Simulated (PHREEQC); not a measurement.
Model water analysis in mg/kgw, 25 °C, pH 7.88:

```
constituent         mg/kgw
------------------  ------
Na                    2450
K                      620
Ca                    24.4
Mg                    10.4
Cl                    3880
S(6) as SO4            177
Alkalinity as HCO3     316
```

Valence states are taken as typed.

Model: Pitzer model, pitzer.dat, run in PHREEQC.

Precipitation was switched off in this run.

Q: Estimate the specific conductance.

A: specific conductance 12600 µS/cm.

Q: In which forms is C present?

A: HCO3- 97 %, CO2 2.4 %, CO3-2 1.0 % of the C.
